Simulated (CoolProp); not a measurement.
A Linde-Hampson liquefier for CF4 (R14): isothermal reversible compression at 300 K from 1 atm to 15 MPa, throttling to 1 atm, return gas leaving the recuperator 0 K below the feed. Each further row changes one setting.

Model: reference Helmholtz-energy equation of state, Platzer 1990, in CoolProp. This equation is an older, rougher fit; its heat capacities, sound speeds and derivatives of the liquid may be far off and weren't checked against measurements.

```json
[
 {"case": "as stated", "liquid yield per pass": "?", "compression work (kJ/kg of gas)": "129"},
 {"case": "high pressure 30 MPa", "liquid yield per pass": "?", "compression work (kJ/kg of gas)": "?"},
 {"case": "warm-end temperature 330 K", "liquid yield per pass": "?", "compression work (kJ/kg of gas)": "?"},
 {"case": "warm-end gap 5 K", "liquid yield per pass": "0.234", "compression work (kJ/kg of gas)": "129"}
]
```

**Question.** Complete the blanks.

**Answer.** 
- as stated, liquid yield per pass: 0.246
- high pressure 30 MPa, liquid yield per pass: 0.293
- high pressure 30 MPa, compression work (kJ/kg of gas): 145
- warm-end temperature 330 K, liquid yield per pass: 0.178
- warm-end temperature 330 K, compression work (kJ/kg of gas): 146
